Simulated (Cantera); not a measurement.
## Equilibrium for nitride etching: BN + H2O + N2 + NF3

A closed system holds: 1 mol BN, 27 mol H2O, 6.3 mol N2, 3.6 mol NF3, at 12.0 Pa.

Cantera equilibrium calculation (NASA polynomials, part measured and part estimated; ideal gas, pure solids and liquids). Candidate condensed phases: B, BN, B2O3, B3O3H3, H2O; 62 gas species. Rates play no part.

```csv
T (K),x H2O,x HF,x N2,x O2,x H2,x OH,x H,x BOF
1223,0.500,0.234,0.198,0.0448,4.38e-6,5.91e-5,5.74e-8,0.0141
1323,0.499,0.235,0.198,0.0448,2.79e-5,0.000198,7.65e-7,0.0138
1423,0.499,0.235,0.198,0.0447,0.000138,0.000559,7.11e-6,0.0135
1523,0.497,0.235,0.198,0.0446,0.000551,0.00138,4.95e-5,0.0133
1623,0.494,0.235,0.197,0.0446,0.00185,0.00303,0.000271,0.0130
1723,0.487,0.234,0.196,0.0451,0.00533,0.00609,0.00122,0.0128
1823,0.470,0.232,0.195,0.0470,0.0132,0.0113,0.00454,0.0126
1923,0.437,0.228,0.191,0.0514,0.0278,0.0194,0.0143,0.0123
```
x: gas mole fraction; nothing condenses.

From 1223 K to 1923 K nothing is condensed. The main B-bearing gas is BOF throughout.
